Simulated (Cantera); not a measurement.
A closed system holds: 1 mol PbCl2, 8.7 mol H2, held at 0.460 bar.

Method: chemical equilibrium by Gibbs-energy minimisation in Cantera with the NASA 1993 tables (ideal gas, pure condensed phases). Candidate condensed phases: Pb, PbCl2; 10 gas species. The tables' values for PbCl4 are old estimates; treat these amounts as uncertain. Rates play no part.

x: gas mole fraction; n: condensed amount in mol.

```csv
T (K),x H2,x HCl,x Pb,x PbCl,x PbCl2,n Pb(l)
998,0.822,0.156,3.37e-5,0.00190,0.0160,0.786
1148,0.813,0.159,(withheld),(withheld),(withheld),0.730
1298,0.808,0.145,0.00556,0.0262,0.0154,0.534
1448,0.785,0.119,0.0317,0.0538,0.0108,0.00755
1598,0.767,0.136,0.0455,0.0454,0.00516,0
1748,0.755,0.150,(withheld),(withheld),(withheld),0
1898,0.745,0.159,0.0660,0.0276,0.00125,0
```

Task: Fill in the missing entries.

Result: 
- 1748, x Pb: 0.0570
- 1748, x PbCl: 0.0359
- 1748, x PbCl2: 0.00249
- 1148, x Pb: 0.000609
- 1148, x PbCl: 0.00899
- 1148, x PbCl2: 0.0178
